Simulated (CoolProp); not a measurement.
Octamethylcyclotetrasiloxane (D4) along the isotherm 620 K: Z from the reference equation and from simpler models built on Tc = 586.5 K, pc = 13.47 bar, ω = 0.598; each cubic takes its own stable root.

Values from CoolProp's reference Helmholtz-energy equation of state, Thol 2015.

```tsv
p (bar)	phase	reference
0.561	gas	0.9881
1.12	gas	0.9761
1.68	gas	0.9638
2.25	gas	0.9512
2.81	gas	0.9385
3.37	gas	0.9257
3.93	gas	0.9127
4.49	gas	0.8994
5.05	gas	0.8860
5.61	gas	0.8722
6.17	gas	0.8583
6.74	gas	0.8438
```

Question: How far does each simpler model (Pitzer virial, van der Waals, Redlich-Kwong, Soave-Redlich-Kwong, Peng-Robinson) lie from the reference over these 12 states: mean and median of the absolute difference, and the worst?

Answer: 
- Pitzer virial: mean 0.5 %, median 0.4 %, worst +1.6 % at 620 K and 6.74 bar
- van der Waals: mean 0.6 %, median 0.7 %, worst +1.1 % at 620 K and 6.74 bar
- Redlich-Kwong: mean 0.2 %, median 0.2 %, worst -0.4 % at 620 K and 6.74 bar
- Soave-Redlich-Kwong: mean 0.5 %, median 0.4 %, worst +1.0 % at 620 K and 6.74 bar
- Peng-Robinson: mean 0.6 %, median 0.6 %, worst -1.0 % at 620 K and 6.74 bar
